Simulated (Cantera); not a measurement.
**Pyrogenic steam for wet oxidation**

An isothermal, constant-pressure homogeneous reactor starts with 38.6 % H2, 35.1 % O2, 26.3 % N2, at 1200 K and 150 Torr.

Computed with Cantera and GRI-Mech 3.0 (53 species, 325 reactions). The temperature is held fixed by assumption; the heat of reaction is taken as removed at once.

```csv
t (s),x H2,x O2,x H2O,x O,x OH,x N2O,x H
6.00e-6,0.386,0.351,5.66e-9,2.40e-9,1.40e-9,<1e-12,1.42e-8
2.44e-5,0.386,0.351,4.70e-7,8.57e-8,4.69e-8,<1e-12,4.15e-7
9.91e-5,0.295,0.312,0.0651,0.0102,0.00541,5.30e-10,0.0487
0.000403,0.00495,0.196,0.468,0.00220,0.00298,2.57e-8,0.00201
0.00164,0.000210,0.196,0.478,7.31e-5,0.000505,3.28e-8,1.23e-5
0.00665,1.17e-5,0.196,0.478,6.36e-6,0.000155,3.45e-8,2.85e-7
0.0270,1.21e-6,0.196,0.478,9.86e-7,6.11e-5,3.52e-8,1.59e-8
0.110,2.22e-7,0.196,0.478,2.05e-7,2.78e-5,3.52e-8,1.49e-9
0.447,5.70e-8,0.196,0.478,5.26e-8,1.40e-5,3.33e-8,2.04e-10
1.82,3.16e-8,0.196,0.478,2.58e-8,9.82e-6,2.58e-8,8.12e-11
7.38,3.09e-8,0.196,0.478,2.50e-8,9.65e-6,9.82e-9,7.81e-11
30.0,3.09e-8,0.196,0.478,2.49e-8,9.65e-6,2.53e-9,7.81e-11
```
x: mole fraction; the columns are a selection and need not sum to one.

Equilibrium at this temperature and pressure: H2 3.09e-8, O2 0.196, H2O 0.478, O 2.49e-8, OH 9.65e-6, N2O 2.46e-9, H 7.81e-11 (gas phase only).
